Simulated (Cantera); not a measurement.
A perfectly stirred reactor is fed with 8.68 % H₂, 91.3 % O₂, equivalence ratio 0.048, at 3.00 Torr; it is held at 1425 K, and followed from long to short residence time.

Model: the H2/O2 subset of GRI-Mech 3.0, which has no nitrogen chemistry, integrated in Cantera. Radical loss at walls, strong at low pressure, is not modelled. The temperature is held fixed by assumption; the heat of reaction is taken as removed at once.

Predict: x(H₂) at τ = 7.30 s; x(O₂) at τ = 7.30 s; x(H₂O₂) at τ = 7.30 s; x(H₂O) at τ = 7.30 s; x(OH) at τ = 7.30 s; x(H₂) at τ = 62.0 ms; x(O₂) at τ = 62.0 ms; x(H₂O₂) at τ = 62.0 ms; x(H₂O) at τ = 62.0 ms; x(OH) at τ = 62.0 ms.


| Item | Result |
|---|---|
| x(H₂) at τ = 7.30 s | 0.000384 |
| x(O₂) at τ = 7.30 s | 0.899 |
| x(H₂O₂) at τ = 7.30 s | 1.51e-8 |
| x(H₂O) at τ = 7.30 s | 0.0873 |
| x(OH) at τ = 7.30 s | 0.00413 |
| x(H₂) at τ = 62.0 ms | 0.00256 |
| x(O₂) at τ = 62.0 ms | 0.851 |
| x(H₂O₂) at τ = 62.0 ms | 2.63e-8 |
| x(H₂O) at τ = 62.0 ms | 0.0733 |
| x(OH) at τ = 62.0 ms | 0.00984 |
